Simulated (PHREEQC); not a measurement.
## Nickel, zinc or cadmium bath: an equilibrium model

Consider water at 26 °C with 0.0043 mol ZnSO4, 0.054 mol KCl and 0.08 mol FeSO4 per kg of water. Closed to the air; pH follows from the charge balance.

All values are PHREEQC results (ion-association model, wateq4f.dat), not measurements.

Precipitation was switched off in this run.

Q: What pH does the model give?

A: pH 5.79.

Q: In which forms is S present?

A: SO4-2 55 %, FeSO4 37 %, KSO4- 5.0 %, ZnSO4 2.0 %, Zn(SO4)2-2 1.4 % of the S.

Species that the database lacks are ignored.
